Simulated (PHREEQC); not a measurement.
Consider water at 25 °C with 90 mmol/kgw CdCl2, 15 mmol/kgw NiCl2 and 170 mmol/kgw NaCl. Closed to the air; pH follows from the charge balance.

The numbers come from PHREEQC with the ion-association model, wateq4f.dat.

Question: The ionic strength comes out as 0.283 mol/kgw. What activity coefficients do NiCl+, H+, Na+, Cd+2, Ni+2 get?

Answer: NiCl+ 0.73, H+ 0.79, Na+ 0.73, Cd+2 0.29, Ni+2 0.29.

No solid was allowed to form. Species that the database lacks are ignored.
